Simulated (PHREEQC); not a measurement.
Solution (25 °C): 0.016 mol/kgw CuSO4 and 0.00034 mol/kgw HBF4. Closed to the air; pH follows from the charge balance.

The numbers come from PHREEQC with the ion-association model, wateq4f.dat.

Each row changes one thing in this solution. Precipitation was switched off in this run.

```csv
case,pH,ionic strength (mol/kgw),H2BO3- (mol/kgw)
as made,3.30,0.0427,4.79e-10
CuSO4 left out,3.18,0.000685,2.94e-10
CuSO4 replaced by NaHSO4 at the same molality,2.04,0.0364,2.55e-11
HBF4 replaced by Na2B4O7 at the same molality,5.57,0.0425,3.58e-7
HBF4 from 0.00034 to 3.4e-05 mol/kgw,4.14,0.0422,3.34e-10
```

Some of these states are supersaturated (in Brochantite, Antlerite, for instance). Real BF4- forms and hydrolyses slowly; the run takes it at equilibrium.
